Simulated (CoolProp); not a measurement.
Sulfur dioxide along the isotherm 525 K: density (kg/m³) from the reference equation and from simpler models built on Tc = 430.6 K, pc = 7.887 MPa, ω = 0.256; each cubic takes its own stable root.

Values from CoolProp's reference Helmholtz-energy equation of state, Gao 2016.

```csv
p (MPa),phase,reference
0.394,gas,5.832
0.789,gas,11.78
1.18,gas,17.77
1.58,gas,24.02
1.97,gas,30.22
2.37,gas,36.70
2.76,gas,43.13
3.15,gas,49.70
3.55,gas,56.56
3.94,gas,63.39
```

Question: How far does each simpler model (van der Waals, Redlich-Kwong) lie from the reference over these 10 states: mean and median of the absolute difference, and the worst?

Answer: 
- van der Waals: mean 0.5 %, median 0.4 %, worst +1.0 % at 525 K and 3.94 MPa
- Redlich-Kwong: mean 0.6 %, median 0.6 %, worst +1.1 % at 525 K and 3.94 MPa
